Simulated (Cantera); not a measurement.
What does this Cantera script print?

```python
import numpy as np
import cantera as ct

gas_names = """
    TiO
""".split()
cond_names = """
    Ti(a) Ti(b) Ti(L) Ti4O7(s) Ti4O7(L)
""".split()


def load(file, names, dense=False):
    # The tables refer to 1 bar. Condensed volumes are neglected.
    table = {s.name: s for s in ct.Species.list_from_file(file)}
    out = []
    for n in names:
        d = dict(table[n].input_data)
        d["thermo"] = dict(d["thermo"], **{"reference-pressure": 1e5})
        if dense:
            d["equation-of-state"] = {"model": "constant-volume", "density": "1e6 g/cm^3"}
        out.append(ct.Species.from_dict(d))
    return out


species = {s.name: s for s in load("nasa_gas.yaml", gas_names) + load("nasa_condensed.yaml", cond_names)}
# Each term lists the table entries of one substance; the one whose range holds T is used.
reactions = {
    '3 Ti + Ti4O7 = 7 TiO(g)':
        [(-3, ['Ti(a)', 'Ti(b)', 'Ti(L)']), (-1, ['Ti4O7(s)', 'Ti4O7(L)']), (7, ['TiO'])],
}


def pick(names, T):
    return next(species[n] for n in names if species[n].thermo.min_temp <= T <= species[n].thermo.max_temp)


results = []
for label, terms in reactions.items():
    print(label)
    print("     T/K   dH/kJ  dS/(J/K)   dG/kJ   log10 K")
    for T in [1973, 2073, 2173, 2273, 2373, 2473, 2573, 2673, 2773, 2873, 2973]:
        used = [(nu, pick(names, T)) for nu, names in terms]
        dH = sum(nu * s.thermo.h(T) for nu, s in used) / 1e6
        dS = sum(nu * s.thermo.s(T) for nu, s in used) / 1e3
        dG = dH - T * dS / 1e3
        logK = -dG * 1e6 / (ct.gas_constant * T * np.log(10))
        results.append((label, T, dH, dS, dG, logK, [s.name for _, s in used]))
        print(f"{T:8g} {dH:8.1f} {dS:8.1f} {dG:8.1f} {logK:8.2f}")
```

It prints:

```
3 Ti + Ti4O7 = 7 TiO(g)
     T/K   dH/kJ  dS/(J/K)   dG/kJ   log10 K
    1973   3290.4    980.9   1355.0   -35.87
    2073   3266.7    969.2   1257.5   -31.69
    2173   3243.0    958.0   1161.2   -27.91
    2273   3219.4    947.4   1065.9   -24.49
    2373   3195.9    937.3    971.7   -21.39
    2473   3172.5    927.7    878.4   -18.55
    2573   3149.2    918.4    786.1   -15.96
    2673   3126.1    909.6    694.7   -13.58
    2773   3103.0    901.1    604.2   -11.38
    2873   3080.1    893.0    514.5    -9.35
    2973   3057.4    885.2    425.6    -7.48
```

Standard-state values (1 bar) from the NASA 1993 polynomials, evaluated with Cantera. Condensed species are held in their standard states even where they would react or evaporate.
